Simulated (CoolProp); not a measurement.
Decamethylcyclopentasiloxane (D5) along the isobar 0.253 MPa: density (kg/m³) from the reference equation and from simpler models built on Tc = 618.3 K, pc = 1.078 MPa, ω = 0.631; each cubic takes its own stable root.

Computed with CoolProp (reference Helmholtz-energy equation of state, Thol 2019).

```
T (K)   phase  reference  Redlich-Kwong  Soave-Redlich-Kwong  Peng-Robinson
-----  ------  ---------  -------------  -------------------  -------------
476.6  liquid      754.0          591.7                657.9          744.4
486.1  liquid      741.4          578.4                645.3          730.5
495.7  liquid      728.3          27.52                631.7          715.4
505.3  liquid      714.6          26.64                617.1          699.2
514.8  liquid      700.3          25.85                601.5          681.8
524.4  liquid        [?]          25.11                584.4          662.7
533.9     gas      25.45          24.43                25.14          25.43
543.5     gas      24.60          23.79                24.35          24.63
553.1     gas      23.84          23.19                23.63          23.90
562.6     gas      23.15          22.63                22.98          23.23
572.2     gas      22.51          22.10                22.36          22.60
581.8     gas      21.92          21.60                21.79          22.02
591.3     gas      21.38          21.14                21.26          21.48
600.9     gas      20.87          20.69                20.76            [?]
610.4     gas      20.40          20.27                20.30          20.50
620       gas      19.95          19.86                  [?]          20.05
```

Task: What belongs in the gaps?

Result: 
- 524.4, reference: 685.1
- 600.9, Peng-Robinson: 20.97
- 620, Soave-Redlich-Kwong: 19.85

At some of these states Redlich-Kwong gives the other phase, because its saturation line lies elsewhere.
